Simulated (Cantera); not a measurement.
An isothermal, constant-pressure homogeneous reactor starts with 0.381 % CH2O, 2.05 % O2, 97.6 % N2, equivalence ratio 0.19, at 1448 K and 1.60 bar.

Model: GRI-Mech 3.0 (53 species, 325 reactions), integrated in Cantera.

**Question.** Predict: x(O2) at 100 s; x(NO2) at 100 s; x(NO) at 100 s.

**Answer.** 
| Quantity | Result |
|---|---|
| x(O2) at 100 s | 0.0167 (gas-phase equilibrium 0.0165) |
| x(NO2) at 100 s | 2.88e-9 (gas-phase equilibrium 6.59e-7) |
| x(NO) at 100 s | 1.28e-6 (gas-phase equilibrium 0.000295) |
